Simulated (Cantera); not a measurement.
A closed system holds: 1 mol SiF₄, 24 mol H₂O, 1.3 mol N₂, held at 5.10 mbar.

Method: chemical equilibrium by Gibbs-energy minimisation in Cantera with the NASA 1993 tables (ideal gas, pure condensed phases). Candidate condensed phases: H₂O, Si, SiO₂, Si₂N₂O, Si₃N₄; 58 gas species. The tables hold silica as quartz up to 1696 K and as liquid above; real silica turns to tridymite and cristobalite and melts near 1996 K. Rates play no part.

### Question
Which condensed phases are stable at each of these points (T (°C)): 902, 977, 1052, 1127, 1202, 1277, 1352, 1427, 1502, 1577, 1652, 1727?

### Answer
| T (°C) | condensed phases | Si condensed (%) |
|---|---|---|
| 902 | SiO₂(β-quartz) | 100.0 |
| 977 | SiO₂(β-quartz) | 100.0 |
| 1052 | SiO₂(β-quartz) | 100.0 |
| 1127 | SiO₂(β-quartz) | 100.0 |
| 1202 | SiO₂(β-quartz) | 100.0 |
| 1277 | SiO₂(β-quartz) | 100.0 |
| 1352 | SiO₂(β-quartz) | 100.0 |
| 1427 | SiO₂(condensed) | 100.0 |
| 1502 | SiO₂(condensed) | 100.0 |
| 1577 | SiO₂(condensed) | 99.9 |
| 1652 | SiO₂(condensed) | 99.7 |
| 1727 | SiO₂(l) | 98.4 |

From 902 °C to 1352 °C the condensed part is SiO₂(β-quartz). From 1427 °C to 1652 °C the condensed part is SiO₂(condensed). At 1727 °C the condensed part is SiO₂(l).
